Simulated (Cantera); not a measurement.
An adiabatic, constant-pressure homogeneous reactor starts with C3H8 : O2 : N2 = 1 : 5.88 : 22.1 (molar parts), at 1425 K and 0.306 atm.

Computed with Cantera and GRI-Mech 3.0 (53 species, 325 reactions). GRI-Mech 3.0 was tuned for natural gas; its chemistry of propane as a main component is partial and can be far from experiment.

One state of this run: T (K) = 1438; x C3H8 = 0.0190; x O2 = 0.191; x CO2 = 0.000213; x NO = 1.25e-10; x H2O2 = 2.78e-5. x: mole fraction; the columns are a selection and need not sum to one.

Problem. Which value of t (s) does it belong to?
A) 4.80e-5
B) 0.136
C) 0.000235
D) 2.00e-6

Solution. C, 0.000235
